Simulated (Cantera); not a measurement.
Charge: 1 mol Fe(CO)5, 63 mol H2, at 1.00 bar.

These are equilibrium values from Cantera (NASA tables, ideal gas, pure condensed phases), not measurements of a reactor. Candidate condensed phases: C, C6H6, C7H8, C8H18, Fe, Fe(CO)5, FeO, Fe(OH)2, Fe(OH)3, Fe2O3, Fe3O4, H2O; 114 gas species. Kinetics and transport are ignored. All values below are at 1200 °C.

Base state: H2 0.926, CO 0.0730, CH4 0.000606, H2O 0.000588, CO2 1.87e-5, H 1.22e-5 (mole fractions); condensed: Fe(γ).

Question: What changes in the equilibrium state with this change: Fe(CO)5 replaced by Hg?

Answer: 
| species | before | after |
|---|---|---|
| H2 | 0.926 | 0.984 |
| Hg | 0 | 0.0156 |
| H | 1.22e-5 | 1.26e-5 |
| CO | 0.0730 | 0 |
| CH4 | 0.000606 | 0 |
| H2O | 0.000588 | 0 |
| Fe(γ), mol | 1.000 | 0 |
Further candidate phases: Hg.
